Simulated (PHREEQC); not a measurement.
1 kg of water holding 0.061 mol/kgw KCl meets 20 L of dry gas (N2 1 by moles) at fixed total pressure, at 100 °C; fugacities by Peng-Robinson. The gases take part in no redox reaction, some water evaporates into the gas, and hydrates or a liquid gas phase aren't modelled. Nothing may precipitate in this run.

All values are PHREEQC results (ion-association model, phreeqc.dat), not measurements.

Question: Predict dissolved N2 (mol/kgw) at P (atm) = 100, 150, 400.

Answer: 
```csv
P (atm),dissolved N2 (mol/kgw)
100,0.0411
150,0.0597
400,0.139
```

Complexes and solids missing from the database can't appear. At this temperature some constants are extrapolated from 25 °C, and those without enthalpy data are left unchanged.
